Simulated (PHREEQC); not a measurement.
## Hard or scaling water: an equilibrium model

Make-up at 85 °C: 5.1e-05 mol CaSO4, 8.1e-05 mol Na2CO3 and 0.00021 mol H2SiF6 per kg of water. Closed to the air; pH follows from the charge balance.

Equilibrium calculation in PHREEQC: ion-association model, wateq4f.dat.

```json
{
  "pH": "3.49",
  "ionic_strength": "0.000687 mol/kgw",
  "total_alkalinity": "-1.10 meq/kg"
}
```

| species | molality | activity | log γ |
|---|---|---|---|
| HF | 0.000759 | 0.000759 | 0.000 |
| F- | 0.000496 | 0.000480 | -0.015 |
| H+ | 0.000331 | 0.000320 | -0.014 |
| H4SiO4 | 0.000210 | 0.000210 | 0.000 |
| Na+ | 0.000162 | 0.000157 | -0.015 |
| CO2 | 8.09e-5 | 8.09e-5 | 0.000 |
| Ca+2 | 4.98e-5 | 4.36e-5 | -0.058 |
| SO4-2 | 4.45e-5 | 3.89e-5 | -0.058 |
| HSO4- | 5.93e-6 | 5.74e-6 | -0.015 |

No solid was allowed to form. Species that the database lacks are ignored. At this temperature some constants are extrapolated from 25 °C, and those without enthalpy data are left unchanged. SiF6-2 is the database's only silicon fluoride.
